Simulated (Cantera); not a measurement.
Charge: 1 mol V₂O₃, 190 mol H₂, 26 mol N₂, held at 10.0 mbar.

Method: chemical equilibrium by Gibbs-energy minimisation in Cantera with the NASA 1993 tables (ideal gas, pure condensed phases). Candidate condensed phases: H₂O, V, VN, VO, V₂O₃, V₂O₄, V₂O₅; 28 gas species. Mutual solubility and eutectic melting of coexisting phases are not modelled. VN, VO: taken at fixed stoichiometry. Condensed phases not in the tables: the oxides between V₂O₃ and V₂O₅ other than VO₂, solid solutions among these carbides, nitrides and lower oxides, V₂N. Kinetics and transport are ignored.

x: gas mole fraction; n: condensed amount in mol.

```csv
T (K),x H₂,x N₂,x H₂O,x H,x NH₃,x VO₂,x OH,n VN(s),n V₂O₃(s),n VO(s)
1123,0.879,0.120,0.000823,3.99e-7,8.01e-7,<1e-12,1.92e-12,0.118,0.941,0
1173,0.879,0.120,0.000858,1.11e-6,6.21e-7,<1e-12,7.44e-12,0.124,0.938,0
1223,0.879,0.120,0.000891,2.82e-6,4.91e-7,3.38e-12,2.57e-11,0.128,0.936,0
1273,0.879,0.120,0.000920,6.69e-6,3.96e-7,2.21e-11,8.06e-11,0.132,0.934,0
1323,0.879,0.120,0.00105,1.49e-5,3.24e-7,1.31e-10,2.57e-10,0,0.773,?
1373,0.878,0.120,0.00148,3.12e-5,2.69e-7,7.63e-10,9.39e-10,0,0.680,?
1423,0.878,0.120,0.00204,6.22e-5,2.26e-7,3.90e-9,3.14e-9,0,0.560,?
```

Question: Fill in the missing entries.

Answer: 
- 1323, n VO(s): 0.453
- 1373, n VO(s): 0.640
- 1423, n VO(s): 0.881
